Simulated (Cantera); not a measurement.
Source: NASA polynomial tables (part measured, part estimated), evaluated in Cantera. Values are per mole of reaction as written; species without (g) are pure solids or liquids, kept so even where they would boil at 1 bar.

Question: Between 300 and 2575 K, where is each reaction favourable under standard conditions?
- 3 P4O10(g) = 6 P2(g) + 10 O3(g)

Answer: 
- 3 P4O10(g) = 6 P2(g) + 10 O3(g): ΔG° is 10246 kJ at 300 K and 4884 kJ at 2575 K; it stays positive (K < 1). ΔH° is 10791 kJ and ΔS° 2294 J/K at 2575 K.
